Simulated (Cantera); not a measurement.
A perfectly stirred reactor is fed with C₂H₆ : N₂ = 1 : 3.3 (molar parts), at 1.43 Torr; it is held at 1375 K, and followed from long to short residence time.

Model: GRI-Mech 3.0 (53 species, 325 reactions), integrated in Cantera. GRI-Mech 3.0 stops at C3 and has no aromatics, soot or wall deposition, so with more carbon than oxygen in the feed, carbon stays in small species such as C2H2 where larger ones or solid carbon would form. Radical loss at walls, strong at low pressure, is not modelled.

**Question.** Predict: x(C₂H₆) at τ = 13.0 s; x(HCN) at τ = 13.0 s; x(C₂H₂) at τ = 13.0 s; x(CH₄) at τ = 13.0 s; x(H) at τ = 13.0 s; x(C₂H₆) at τ = 56.0 ms; x(HCN) at τ = 56.0 ms; x(C₂H₂) at τ = 56.0 ms; x(CH₄) at τ = 56.0 ms; x(H) at τ = 56.0 ms.

**Answer.** 
| Item | Value |
|---|---|
| x(C₂H₆) at τ = 13.0 s | 0.000812 |
| x(HCN) at τ = 13.0 s | 1.28e-7 |
| x(C₂H₂) at τ = 13.0 s | 0.132 |
| x(CH₄) at τ = 13.0 s | 0.0603 |
| x(H) at τ = 13.0 s | 0.000141 |
| x(C₂H₆) at τ = 56.0 ms | 0.0947 |
| x(HCN) at τ = 56.0 ms | 1.75e-8 |
| x(C₂H₂) at τ = 56.0 ms | 0.0142 |
| x(CH₄) at τ = 56.0 ms | 0.0513 |
| x(H) at τ = 56.0 ms | 0.000148 |
